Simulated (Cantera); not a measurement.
Charge: 1 mol SiH₄, 18 mol N₂, 0.34 mol H₂, equilibrated at 1150 °C and 0.0730 bar.

Equilibrium computed with Cantera from the NASA thermochemical tables; the gas is ideal and each condensed phase is pure. Candidate condensed phases: Si, Si₃N₄; 18 gas species. N₂ is the only nitrogen source here; it is nearly inert below about 1500 K, so the nitride shown seldom forms there in practice. The numbers say what is thermodynamically allowed, not how fast it happens.

Base state: N₂ 0.881, H₂ 0.119 (mole fractions); condensed: Si₃N₄(s).

### Question
What changes in the equilibrium state with this change: SiH₄ replaced by Si₂Cl₆?

### Answer
| species | before | after |
|---|---|---|
| N₂ | 0.881 | 0.891 |
| SiCl₄ | 0 | 0.0543 |
| HCl | 0 | 0.0323 |
| H₂ | 0.119 | 0.000930 |
| SiCl₃ | 0 | 0.0114 |
| SiCl₂ | 0 | 0.00945 |
| SiHCl₃ | 0 | 0.000121 |
| Cl | 0 | 2.14e-5 |
| Si₃N₄(s), mol | 0.333 | 0.170 |
The feed counts by its element totals alone. The tables' values for SiCl₃ are old estimates; treat these amounts as uncertain. Further candidate phases: NH₄Cl.

### Question
What changes in the equilibrium state with this change: temperature from 1150 °C to 1800 °C?

### Answer
```csv
species,before,after
N₂,0.881,0.882
H₂,0.119,0.113
H,8.48e-6,0.00328
Si,<1e-9,0.00137
Si₂N,<1e-9,9.38e-5
SiN,<1e-9,7.64e-5
"Si₃N₄(s), mol",0.333,0
"Si(l), mol",0,0.964
```
The tables' values for SiN are old estimates; treat these amounts as uncertain. Gases not in the tables: Si₂H₆ and higher silanes.
